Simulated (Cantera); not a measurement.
A closed system holds: 1 mol BCl3, 11 mol N2, equilibrated at 1848.15 K and 8.00 mbar.

Cantera equilibrium calculation (NASA polynomials, part measured and part estimated; ideal gas, pure solids and liquids). Candidate condensed phases: B, BN; 10 gas species. The tables' values for BCl2, BCl are old estimates; treat these amounts as uncertain. Equilibrium is a limit: real reactors are often held back by kinetics, nucleation or transport.

Problem. What is the equilibrium state?

Solution. 
| Item | Value |
|---|---|
| x(N2) | 0.899 |
| x(BCl3) | 0.0678 |
| x(Cl) | 0.0196 |
| x(BCl2) | 0.00808 |
| x(BCl) | 0.00577 |
| x(Cl2) | 1.98e-5 |
| gas amount | 12.24 mol |
| log10 activity of B(s) (absent) | -1.79 |
